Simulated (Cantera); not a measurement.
Charge: 1 mol Al2O3, 3.8 mol H2, held at 12.0 Pa.

Cantera equilibrium calculation (NASA polynomials, part measured and part estimated; ideal gas, pure solids and liquids). Candidate condensed phases: Al, Al2O3, H2O; 19 gas species. The tables' values for AlOH are old estimates; treat these amounts as uncertain. Equilibrium is a limit: real reactors are often held back by kinetics, nucleation or transport. All values below are at 2823 K.

Base state: H 0.602, O 0.225, Al 0.150, AlO 0.0112, H2 0.00554, OH 0.00330, O2 0.00172, Al2O 0.000397 (mole fractions); condensed: gas only.

Task: What changes in the equilibrium state with this change: H2 from 3.8 to 1.6 mol?

Result: 
```json
[
 {"species": "H", "before": "0.602", "after": "0.397"},
 {"species": "O", "before": "0.225", "after": "0.342"},
 {"species": "Al", "before": "0.150", "after": "0.225"},
 {"species": "AlO", "before": "0.0112", "after": "0.0255"},
 {"species": "Al2O", "before": "0.000397", "after": "0.00135"},
 {"species": "O2", "before": "0.00172", "after": "0.00397"},
 {"species": "H2", "before": "0.00554", "after": "0.00240"},
 {"species": "H2O", "before": "0.000106", "after": "6.97e-5"},
 {"species": "AlOH", "before": "3.38e-5", "after": "5.06e-5"}
]
```
